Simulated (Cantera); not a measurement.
Charge: 1 mol (CH₃)₂SiCl₂, 0.037 mol HCl, 130 mol H₂, equilibrated at 180 Pa.

Cantera equilibrium calculation (NASA polynomials, part measured and part estimated; ideal gas, pure solids and liquids). Candidate condensed phases: C, C₆H₆, C₇H₈, C₈H₁₈, Si, SiC; 109 gas species. The feed counts by its element totals alone. The tables' values for SiCl are old estimates; treat these amounts as uncertain. Kinetics and transport are ignored. All values below are at 2175 K.

Base state: H₂ 0.870, H 0.107, HCl 0.0130, Si 0.00604, C₂H₂ (acetylene) 0.00194, Cl 0.00117, SiC₂ 0.000527, Si₂C 0.000123 (mole fractions); condensed: C(graphite).

Task: What changes in the equilibrium state with this change: pressure from 180 Pa to 1800 Pa?

Result: 
| species | before | after |
|---|---|---|
| H₂ | 0.870 | 0.946 |
| H | 0.107 | 0.0354 |
| HCl | 0.0130 | 0.0144 |
| Si | 0.00604 | 0.00159 |
| SiC₂ | 0.000527 | 0.000139 |
| Cl | 0.00117 | 0.000392 |
| C(graphite), mol | 1.27 | 0.659 |
| SiC(s), mol | 0 | 0.711 |
Gases not in the tables: Si₂H₆ and higher silanes.
